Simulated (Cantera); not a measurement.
Mixture: 8.90 % CH4, 19.1 % O2, 72.0 % N2, equivalence ratio 0.93, at 760 Torr, adiabatic and at constant volume. Ignition delay is the time to a rise of 400 K.

Cantera simulation using GRI-Mech 3.0 (53 species, 325 reactions); the numbers are that mechanism's predictions, not measurements.

Problem. Predict: delay at 1250 K; delay at 1450 K; delay at 1650 K; delay at 1850 K; delay at 2050 K; apparent activation energy between 1850 and 2050 K.

Solution. 
- delay at 1250 K: 20.7 ms
- delay at 1450 K: 1.80 ms
- delay at 1650 K: 0.288 ms
- delay at 1850 K: 76.5 µs
- delay at 2050 K: 27.7 µs
- apparent activation energy between 1850 and 2050 K: 160 kJ/mol
